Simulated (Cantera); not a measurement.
Feed: 1 mol PbO, 1.9 mol CH4, 1.1 mol N2, equilibrated at 1752 °C and 0.180 bar.

These are equilibrium values from Cantera (NASA tables, ideal gas, pure condensed phases), not measurements of a reactor. Candidate condensed phases: C, C6H6, C7H8, C8H18, H2O, Pb, PbO, PbO2, Pb3O4; 139 gas species. Rates play no part.

Base state: H2 0.545, N2 0.157, CO 0.145, Pb 0.145, HCN 0.00475, H 0.00335, C2H2 (acetylene) 0.000493, HNC 0.000282 (mole fractions); condensed: C(graphite).

Q: What changes in the equilibrium state with this change: temperature from 1752 °C to 1275 °C?

A: 
| species | before | after |
|---|---|---|
| H2 | 0.545 | 0.550 |
| N2 | 0.157 | 0.159 |
| CO | 0.145 | 0.145 |
| HCN | 0.00475 | 0.000435 |
| H | 0.00335 | 5.39e-5 |
| Pb | 0.145 | 0.145 |
| C2H2 (acetylene) | 0.000493 | 8.65e-6 |
| HNC | 0.000282 | 8.54e-6 |
| H2O | 1.51e-6 | 1.76e-5 |
| CH4 | 2.13e-5 | 0.000112 |
| Pb2 | 1.75e-5 | 5.53e-5 |
| C(graphite), mol | 0.858 | 0.896 |

Q: What changes in the equilibrium state with this change: temperature from 1752 °C to 552 °C?

A: 
```
species             before    after
----------------  --------  -------
H2                   0.545    0.565
N2                   0.157    0.216
H2O                1.51e-6   0.0773
Pb                   0.145  7.97e-7
CO                   0.145   0.0602
CO2                8.56e-8   0.0294
CH4                2.13e-5   0.0520
H                  0.00335    <1e-9
C2H2 (acetylene)  0.000493    <1e-9
C(graphite), mol     0.858     1.18
Pb(l), mol               0    1.000
```
